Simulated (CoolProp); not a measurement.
Vapour-liquid equilibrium of R125 (1) + fluoroethane (R161) (2) at 308.6 K; x and y are mole fractions of (1).

Model: multi-fluid Helmholtz-energy mixture model, Lemmon 2005 and Wu 2012; pair parameters Bell 2016, in CoolProp.

| x | bubble pressure, mixture model (MPa) | bubble pressure, Raoult's law (MPa) | y, mixture model | y, Raoult's law |
|---|---|---|---|---|
| 0.05 | 1.238 | 1.246 | ___ | 0.072 |
| 0.15 | 1.290 | 1.304 | ___ | 0.207 |
| 0.25 | 1.351 | 1.362 | 0.313 | 0.330 |
| 0.35 | ___ | 1.421 | ___ | 0.443 |
| 0.45 | 1.486 | 1.479 | ___ | 0.547 |
| 0.55 | 1.554 | 1.537 | 0.626 | 0.644 |
| 0.65 | ___ | 1.595 | ___ | 0.733 |
| 0.75 | 1.679 | 1.653 | 0.795 | 0.816 |
| 0.85 | ___ | 1.711 | 0.875 | 0.893 |
| 0.95 | 1.779 | 1.769 | 0.957 | 0.966 |

Q: Complete the blanks.

A: 
- 0.05, y, mixture model: 0.063
- 0.15, y, mixture model: 0.190
- 0.35, bubble pressure, mixture model (MPa): 1.417
- 0.35, y, mixture model: 0.427
- 0.45, y, mixture model: 0.531
- 0.65, bubble pressure, mixture model (MPa): 1.619
- 0.65, y, mixture model: 0.713
- 0.85, bubble pressure, mixture model (MPa): 1.733

The largest gap from Raoult's law is +1.6 % in bubble pressure, at x = 0.75. No azeotrope shows between x = 0.05 and 0.95.

Pair parameters are fitted to limited data, so mixtures are less certain than the pure fluids. The gap from Raoult's law changes sign with composition, which may be real or a fault of the pair parameters; it wasn't checked against measurements.
